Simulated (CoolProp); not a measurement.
Vapour-liquid equilibrium of propane (1) + isopentane (2) at 0.00506 MPa; x and y are mole fractions of (1).

Model: multi-fluid Helmholtz-energy mixture model, Lemmon 2009 and Lemmon 2006; pair parameters Kunz 2012, in CoolProp.

| x | bubble temperature, mixture model (°C) | bubble temperature, Raoult's law (°C) | y, mixture model | y, Raoult's law |
|---|---|---|---|---|
| 0.05 | -57.2 | -51.9 | 0.750 | 0.635 |
| 0.125 | -69.4 | -63.7 | 0.912 | 0.862 |
| 0.2 | -75.3 | -70.6 | 0.952 | 0.929 |
| 0.275 | -79.0 | -75.3 | 0.968 | 0.958 |
| 0.35 | -81.6 | -78.9 | 0.977 | 0.973 |
| 0.425 | -83.6 | -81.6 | 0.983 | 0.982 |
| 0.5 | -85.3 | -83.9 | 0.987 | 0.987 |
| 0.575 | -86.8 | -85.9 | 0.990 | 0.991 |
| 0.65 | -88.1 | -87.5 | 0.993 | 0.994 |
| 0.725 | -89.4 | -89.0 | 0.995 | 0.996 |
| 0.8 | -90.5 | -90.3 | 0.996 | 0.997 |
| 0.875 | -91.5 | -91.5 | 0.998 | 0.999 |
| 0.95 | -92.5 | -92.5 | 0.999 | 0.999 |

The largest gap from Raoult's law is -5.7 K in bubble temperature, at x = 0.125. No azeotrope shows between x = 0.05 and 0.95.

Pair parameters are fitted to limited data, so mixtures are less certain than the pure fluids.
